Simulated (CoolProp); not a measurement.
Aqueous methanol as a coolant, 57 % by mass, freezing at -67.2 °C, 1 atm.

Computed with CoolProp (Melinder's fits for secondary coolants).

```json
[
 {"T (°C)": "-9.5", "conductivity (W/(m K))": "0.315", "viscosity (mPa s)": "4.21", "Prandtl number": "42.5", "cp (kJ/(kg K))": "3.175"},
 {"T (°C)": "-6.5", "conductivity (W/(m K))": "0.315", "viscosity (mPa s)": "3.77", "Prandtl number": "38.3", "cp (kJ/(kg K))": "3.209"},
 {"T (°C)": "-3.4", "conductivity (W/(m K))": "0.316", "viscosity (mPa s)": "3.38", "Prandtl number": "34.7", "cp (kJ/(kg K))": "3.242"},
 {"T (°C)": "-0.4", "conductivity (W/(m K))": "0.316", "viscosity (mPa s)": "3.05", "Prandtl number": "31.5", "cp (kJ/(kg K))": "3.272"},
 {"T (°C)": "2.7", "conductivity (W/(m K))": "0.317", "viscosity (mPa s)": "2.75", "Prandtl number": "28.7", "cp (kJ/(kg K))": "3.302"},
 {"T (°C)": "5.8", "conductivity (W/(m K))": "0.318", "viscosity (mPa s)": "2.50", "Prandtl number": "26.2", "cp (kJ/(kg K))": "3.331"},
 {"T (°C)": "8.8", "conductivity (W/(m K))": "0.318", "viscosity (mPa s)": "2.28", "Prandtl number": "24.0", "cp (kJ/(kg K))": "3.357"},
 {"T (°C)": "11.9", "conductivity (W/(m K))": "0.319", "viscosity (mPa s)": "2.08", "Prandtl number": "22.1", "cp (kJ/(kg K))": "3.382"},
 {"T (°C)": "14.9", "conductivity (W/(m K))": "0.319", "viscosity (mPa s)": "1.91", "Prandtl number": "20.3", "cp (kJ/(kg K))": "3.404"},
 {"T (°C)": "18", "conductivity (W/(m K))": "0.320", "viscosity (mPa s)": "1.75", "Prandtl number": "18.7", "cp (kJ/(kg K))": "3.426"},
 {"T (°C)": "21", "conductivity (W/(m K))": "0.320", "viscosity (mPa s)": "1.61", "Prandtl number": "17.4", "cp (kJ/(kg K))": "3.444"},
 {"T (°C)": "24.1", "conductivity (W/(m K))": "0.321", "viscosity (mPa s)": "1.49", "Prandtl number": "16.0", "cp (kJ/(kg K))": "3.462"},
 {"T (°C)": "27.2", "conductivity (W/(m K))": "0.321", "viscosity (mPa s)": "1.37", "Prandtl number": "14.8", "cp (kJ/(kg K))": "3.477"},
 {"T (°C)": "30.2", "conductivity (W/(m K))": "0.322", "viscosity (mPa s)": "1.27", "Prandtl number": "13.8", "cp (kJ/(kg K))": "3.490"}
]
```
